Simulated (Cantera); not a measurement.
Charge: 1 mol Si3N4, 0.66 mol C, 6.9 mol N2, equilibrated at 1750 K and 0.220 bar.

Method: chemical equilibrium by Gibbs-energy minimisation in Cantera with the NASA 1993 tables (ideal gas, pure condensed phases). Candidate condensed phases: C, Si, SiC, Si3N4; 20 gas species. Mutual solubility and eutectic melting of coexisting phases are not modelled. Kinetics and transport are ignored.

Base state: N2 1.000 (mole fractions); condensed: SiC(s) + Si3N4(s).

**Question.** What changes in the equilibrium state with this change: temperature from 1750 K to 1575 K?

**Answer.** 
| species | before | after |
|---|---|---|
| N2 | 1.000 | 1.00 |
| SiC(s), mol | 0.660 | 0 |
| Si3N4(s), mol | 0.780 | 1.00 |
| C(graphite), mol | 0 | 0.660 |

**Question.** What changes in the equilibrium state with this change: temperature from 1750 K to 2348 K?

**Answer.** 
```
species         before     after
-------------  -------  --------
N2               1.000     0.992
Si             4.56e-7   0.00642
Si2C           3.68e-9  0.000604
Si2              <1e-9  0.000135
Si2N           1.25e-8  0.000381
SiC(s), mol      0.660     0.654
Si3N4(s), mol    0.780         0
Si(l), mol           0      2.26
```
The tables' values for SiN are old estimates; treat these amounts as uncertain.
